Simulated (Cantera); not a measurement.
## Ignition delay

Mixture: 3.95 % CH4, 0.174 % C2H6, 0.672 % C3H8, 20.1 % O2, 75.1 % N2, equivalence ratio 0.59, at 100000 Pa, adiabatic and at constant volume. Ignition delay is the time to a rise of 400 K.

Computed with Cantera and GRI-Mech 3.0 (53 species, 325 reactions). GRI-Mech 3.0 was tuned for natural gas; its chemistry of propane as a main component is partial and can be far from experiment.

```json
[
 {"T0 (K)": "1048", "delay (ms)": "116"},
 {"T0 (K)": "1148", "delay (ms)": "17.5"},
 {"T0 (K)": "1248", "delay (ms)": "2.98"},
 {"T0 (K)": "1348", "delay (ms)": "0.660"},
 {"T0 (K)": "1448", "delay (ms)": "0.200"},
 {"T0 (K)": "1548", "delay (ms)": "0.0801"},
 {"T0 (K)": "1648", "delay (ms)": "0.0402"},
 {"T0 (K)": "1748", "delay (ms)": "0.0237"},
 {"T0 (K)": "1848", "delay (ms)": "0.0156"},
 {"T0 (K)": "1948", "delay (ms)": "0.0112"}
]
```

The apparent activation energy between 1748 and 1948 K comes out as 110 kJ/mol.
